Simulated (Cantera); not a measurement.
## Silicon oxide and oxynitride deposition: SiH2Cl2 + N2O + N2

Input: 1 mol SiH2Cl2, 0.92 mol N2O, 3.9 mol N2, equilibrated at 0.188 Torr.

Cantera equilibrium calculation (NASA polynomials, part measured and part estimated; ideal gas, pure solids and liquids). Candidate condensed phases: H2O, NH4Cl, Si, SiO2, Si2N2O, Si3N4; 47 gas species. Mutual solubility and eutectic melting of coexisting phases are not modelled. The tables' values for SiCl3 are old estimates; treat these amounts as uncertain. Rates play no part.

```json
[
 {"T (K)": "750", "x N2": "0.692", "x HCl": "0.302", "x H2": "0.00365", "x SiCl4": "0.00183", "n SiO2(α-quartz)": "0.284", "n Si2N2O(s)": "0.352", "n SiO2(β-quartz)": "0"},
 {"T (K)": "800", "x N2": "0.692", "x HCl": "0.301", "x H2": "0.00418", "x SiCl4": "0.00209", "n SiO2(α-quartz)": "0.284", "n Si2N2O(s)": "0.351", "n SiO2(β-quartz)": "0"},
 {"T (K)": "850", "x N2": "0.693", "x HCl": "0.300", "x H2": "0.00470", "x SiCl4": "0.00235", "n SiO2(α-quartz)": "0", "n Si2N2O(s)": "0.350", "n SiO2(β-quartz)": "0.285"},
 {"T (K)": "900", "x N2": "0.693", "x HCl": "0.299", "x H2": "0.00524", "x SiCl4": "0.00262", "n SiO2(α-quartz)": "0", "n Si2N2O(s)": "0.349", "n SiO2(β-quartz)": "0.286"},
 {"T (K)": "950", "x N2": "0.693", "x HCl": "0.298", "x H2": "0.00577", "x SiCl4": "0.00288", "n SiO2(α-quartz)": "0", "n Si2N2O(s)": "0.348", "n SiO2(β-quartz)": "0.286"},
 {"T (K)": "1000", "x N2": "0.693", "x HCl": "0.297", "x H2": "0.00629", "x SiCl4": "0.00314", "n SiO2(α-quartz)": "0", "n Si2N2O(s)": "0.346", "n SiO2(β-quartz)": "0.287"},
 {"T (K)": "1050", "x N2": "0.693", "x HCl": "0.296", "x H2": "0.00682", "x SiCl4": "0.00339", "n SiO2(α-quartz)": "0", "n Si2N2O(s)": "0.345", "n SiO2(β-quartz)": "0.287"}
]
```
x: gas mole fraction; n: condensed amount in mol.

From 750 K to 800 K the condensed part is SiO2(α-quartz) + Si2N2O(s). From 850 K to 1050 K the condensed part is SiO2(β-quartz) + Si2N2O(s). The main Si-bearing gas is SiCl4 throughout. The share of Si in condensed phases is highest at 750 K (98.8 %) and lowest at 1050 K (97.8 %).
